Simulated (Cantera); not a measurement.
A diamond (100) surface in a fixed gas of H2 with x(CH4) = 0.0028, x(CH3) = 2.3e-05, at 1298 K, 3100 Pa; coverages are run to steady state.

Computed with Cantera and the Harris–Goodwin 1993 mechanism for the reconstructed diamond (100) surface.

θ: site fractions in the mechanism's names (c6HH fully hydrogenated, c6H* and c6*H radical sites, c6** diradical, c6HM methylated).

```
x(H)     growth (µm/h)  θ c6HH  θ c6H*  θ c6*H   θ c6**
-------  -------------  ------  ------  ------  -------
0.0001               …   0.661  0.0286   0.306  0.00414
0.00022              …   0.551  0.0375   0.402   0.0101
0.0005               …   0.469  0.0436   0.468   0.0197
0.0011               …   0.423  0.0467   0.501   0.0298
0.0025               …   0.398  0.0481   0.516   0.0380
0.0057               …   0.386  0.0488   0.523   0.0429
0.013                …   0.380  0.0491   0.525   0.0455
0.029                …   0.378  0.0493   0.526   0.0467
0.065                …   0.377  0.0496   0.526   0.0473
```

### Question
Some entries are withheld; supply them.

### Answer

- 0.0001, growth (µm/h): 0.00300
- 0.00022, growth (µm/h): 0.0119
- 0.0005, growth (µm/h): 0.0331
- 0.0011, growth (µm/h): 0.0626
- 0.0025, growth (µm/h): 0.0961
- 0.0057, growth (µm/h): 0.134
- 0.013, growth (µm/h): 0.191
- 0.029, growth (µm/h): 0.286
- 0.065, growth (µm/h): 0.433
